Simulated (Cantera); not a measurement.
A Cantera script and what it prints.

```python
import numpy as np
import cantera as ct

gas_names = """
    Electron C C+ C- CN CN+ CN- C2 C2+ C2- CCN CNC C2N2 C3 C4 C4N2 C5 N N+ N- N2 N2+ N2- Si Si+ SiC SiC2
    SiN Si2 Si2C Si2N Si3
""".split()
cond_names = """
    C(gr) Si(cr) Si(L) SiC(b) Si3N4(a)
""".split()


# ... load() reads the species with a 1 bar reference pressure and builds the phases ...
atoms = {
    'SiC': {'Si': 1, 'C': 1},
    'C': {'C': 1},
    'N2': {'N': 2},
}
top_T = {'C(gr)': 4500, 'SiC(b)': 3050, 'Si3N4(a)': 2400}  # K; cautious upper limits of use, not melting points


# ... equilibrate(T, P, feed) seeds the gas with the atoms and calls Mixture.equilibrate('TP', solver="vcs", rtol=1e-11, max_steps=5000) ...
results = []
feed = {'SiC': 1, 'C': 0.0052, 'N2': 0.68}  # mol
P = 8200  # Pa
for T in [3000, 3500, 4000, 4500, 5000]:
    mix = equilibrate(T, P, feed)
    results.append((T, P, feed, dict(zip(mix.species_names, mix.species_moles))))

top = {s: max(r[3][s] / sum(r[3][g] for g in gas_names) for r in results) for s in gas_names}
cols = sorted((s for s in top if top[s] > 0.0001), key=lambda s: -top[s])[:8]
seen = [c for c in cond_names if any(r[3].get(c, 0) > 1e-12 for r in results)]
print("log10 of partial pressures in bar; condensed amounts in mol")
print(f"{'T/K':>10s}" + "".join(f"{s[:9]:>10s}" for s in cols + seen))
for T, P, feed, n in results:
    ng = sum(n[g] for g in gas_names)
    print(f"{T:10.4g}" + "".join(f"{np.log10(max(n[s] / ng * P / 1e5, 1e-99)):10.3f}" for s in cols)
          + "".join(f"{n.get(c, 0):10.4g}" for c in seen))
```

Result:

```
log10 of partial pressures in bar; condensed amounts in mol
       T/K        Si        N2         C      SiC2        CN         N        C3      Si2C     C(gr)
      3000    -1.631    -1.469    -4.295    -1.705    -3.222    -5.591    -3.506    -2.481    0.1245
      3500    -1.525    -1.543    -2.836    -1.864    -2.500    -4.426    -2.462    -3.525         0
      4000    -1.468    -1.649    -2.003    -2.526    -2.242    -3.575    -2.464    -4.613         0
      4500    -1.498    -1.722    -1.649    -3.700    -2.328    -2.907    -3.352    -5.897         0
      5000    -1.525    -1.766    -1.571    -5.053    -2.593    -2.363    -4.680    -7.135         0
```

Method: chemical equilibrium by Gibbs-energy minimisation in Cantera with the NASA 1993 tables (ideal gas, pure condensed phases). The tables' values for SiN are old estimates; treat these amounts as uncertain.
